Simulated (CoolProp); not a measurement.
Vapour-liquid equilibrium of R22 (1) + dimethyl ether (2) at 3.42 kPa; x and y are mole fractions of (1).

Model: multi-fluid Helmholtz-energy mixture model, Kamei 1995 and Wu 2011; pair parameters Bell 2016, in CoolProp.

Give the bubble temperature and the first vapour's composition at x = 0.15, 0.35, 0.75. Is there an azeotrope?

x = 0.15: -81.3 °C, y = 0.115; x = 0.35: -81.1 °C, y = 0.399; x = 0.75: -88.9 °C, y = 0.956. y crosses x between x = 0.25 and 0.35: the model has an azeotrope there.

Pair parameters are fitted to limited data, so mixtures are less certain than the pure fluids.
